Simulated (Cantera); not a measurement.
Cantera run:

```python
import numpy as np
import cantera as ct

gas_names = """
    H2O2 H TaO2
""".split()
cond_names = """
    Ta(cr) Ta(L)
""".split()


# ... load() reads the species with a 1 bar reference pressure and builds the phases ...
species = {s.name: s for s in load("nasa_gas.yaml", gas_names) + load("nasa_condensed.yaml", cond_names)}
# Each term lists the table entries of one substance; the one whose range holds T is used.
reactions = {
    'Ta + H2O2(g) = 2 H(g) + TaO2(g)':
        [(-1, ['Ta(cr)', 'Ta(L)']), (-1, ['H2O2']), (2, ['H']), (1, ['TaO2'])],
}


def pick(names, T):
    return next(species[n] for n in names if species[n].thermo.min_temp <= T <= species[n].thermo.max_temp)


results = []
for label, terms in reactions.items():
    print(label)
    print("     T/K   dH/kJ  dS/(J/K)   dG/kJ   log10 K")
    for T in [1650, 1800, 1950, 2100, 2250, 2400, 2550, 2700]:
        used = [(nu, pick(names, T)) for nu, names in terms]
        dH = sum(nu * s.thermo.h(T) for nu, s in used) / 1e6
        dS = sum(nu * s.thermo.s(T) for nu, s in used) / 1e3
        dG = dH - T * dS / 1e3
        logK = -dG * 1e6 / (ct.gas_constant * T * np.log(10))
        results.append((label, T, dH, dS, dG, logK, [s.name for _, s in used]))
        print(f"{T:8g} {dH:8.1f} {dS:8.1f} {dG:8.1f} {logK:8.2f}")
```

Output:

```
Ta + H2O2(g) = 2 H(g) + TaO2(g)
     T/K   dH/kJ  dS/(J/K)   dG/kJ   log10 K
    1650    381.9    251.8    -33.6     1.06
    1800    381.5    251.6    -71.4     2.07
    1950    380.8    251.2   -109.1     2.92
    2100    379.9    250.8   -146.7     3.65
    2250    378.8    250.3   -184.3     4.28
    2400    377.4    249.7   -221.8     4.83
    2550    375.8    249.0   -259.2     5.31
    2700    373.9    248.3   -296.5     5.74
```

Standard-state values (1 bar) from the NASA 1993 polynomials, evaluated with Cantera. Condensed species are held in their standard states even where they would react or evaporate.
